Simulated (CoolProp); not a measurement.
CH3F (R41) at 204.44 K and 0.0274 MPa is compressed adiabatically to 0.0551 MPa with isentropic efficiency 0.8. Each further row changes one setting.

Model: reference Helmholtz-energy equation of state, Lemmon 2006, in CoolProp. It is a short technical equation, of lower accuracy than the large ones.

| case | work (kJ/kg) | final temperature (K) | final density (kg/m³) |
|---|---|---|---|
| as stated | 47.1 | ? | ? |
| efficiency 1 | ? | ? | 0.942 |
| efficiency 0.65 | ? | 260.9 | 0.871 |

Problem. Fill in the missing entries.

Solution. 
- as stated, final temperature (K): 250.7
- as stated, final density (kg/m³): 0.907
- efficiency 1, work (kJ/kg): 37.7
- efficiency 1, final temperature (K): 241.8
- efficiency 0.65, work (kJ/kg): 57.9
